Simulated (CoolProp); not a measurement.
A closed Brayton cycle with carbon dioxide: compressor inlet 318.15 K and 9.8 MPa, high pressure 21.1 MPa, turbine inlet 915 K, compressor efficiency 0.85, turbine efficiency 0.9, recuperator effectiveness 0.95 (on enthalpy, no pinch check). Each further row changes one setting.

Model: reference Helmholtz-energy equation of state, Span 1996, in CoolProp.

```csv
case,thermal efficiency (%),net work (kJ/kg),compressor to turbine work,compressor exit (K),turbine exit (K)
as stated,(withheld),90.6,0.21,356.6,815.9
turbine inlet 865 K,36.1,83.8,0.23,356.6,(withheld)
compressor inlet 328.15 K,(withheld),(withheld),(withheld),384.9,815.9
high pressure 17.9 MPa,34.8,73.3,0.20,(withheld),836.7
recuperator effectiveness 0.5,18.4,90.6,0.21,356.6,815.9
```

Fill in the missing entries.


- as stated, thermal efficiency (%): 37.5
- turbine inlet 865 K, turbine exit (K): 769.4
- compressor inlet 328.15 K, thermal efficiency (%): 37.4
- compressor inlet 328.15 K, net work (kJ/kg): 81.1
- compressor inlet 328.15 K, compressor to turbine work: 0.30
- high pressure 17.9 MPa, compressor exit (K): 348.2
